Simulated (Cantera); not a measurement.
**Thermodynamics of fluorocarbon and chlorocarbon gases, feed CHF3 + F2 + H2**

A closed system holds: 1 mol CHF3, 1.7 mol F2, 2.4 mol H2, at 2298 K and 100000 Pa.

Method: chemical equilibrium by Gibbs-energy minimisation in Cantera with the NASA 1993 tables (ideal gas, pure condensed phases). Candidate condensed phases: C, C6H6, C7H8, C8H18; 95 gas species. Gases not in the tables: C2F6 and larger saturated fluorocarbons. Equilibrium is a limit: real reactors are often held back by kinetics, nucleation or transport.

The x(HF) is 0.965 and the x(CF4) is 0.0170. The x(CF2) is 0.0123, the x(F) comes out as 0.00484 and the x(CF3) is 0.000784. The x(CF) is 8.00e-5 and the x(H) comes out as 2.16e-5. The x(CHF3) comes out as 1.90e-5. The x(H2F2) comes out as 6.11e-6 and the n(C(graphite)) is 0.819 mol. The gas amount comes out as 6.010 mol.
